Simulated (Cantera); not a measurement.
Feed: 1 mol Fe₂O₃, 0.19 mol SO₃, 0.1 mol H₂O, held at 502 °C and 69.8 Torr.

Equilibrium computed with Cantera from the NASA thermochemical tables; the gas is ideal and each condensed phase is pure. Candidate condensed phases: Fe, FeO, Fe(OH)₂, Fe(OH)₃, FeS, FeSO₄, FeS₂, Fe₂O₃, Fe₂(SO₄)₃, Fe₃O₄, H₂O, H₂SO₄, S; 22 gas species. Rates play no part.

Base state: H₂O 0.986, SO₂ 0.00568, SO₃ 0.00513, O₂ 0.00284, H₂SO₄ 4.92e-5 (mole fractions); condensed: Fe₂O₃(s) + Fe₂(SO₄)₃(s).

Task: What changes in the equilibrium state with this change: temperature from 502 °C to 1527 °C?

Result: 
| species | before | after |
|---|---|---|
| O₂ | 0.00284 | 0.473 |
| SO₂ | 0.00568 | 0.344 |
| H₂O | 0.986 | 0.180 |
| OH | <1e-9 | 0.00205 |
| O | <1e-9 | 0.000274 |
| H₂SO₄ | 4.92e-5 | <1e-9 |
| H₂ | <1e-9 | 4.63e-5 |
| Fe₂O₃(s), mol | 0.937 | 0 |
| Fe₂(SO₄)₃(s), mol | 0.0630 | 0 |
| Fe₃O₄(s), mol | 0 | 0.667 |
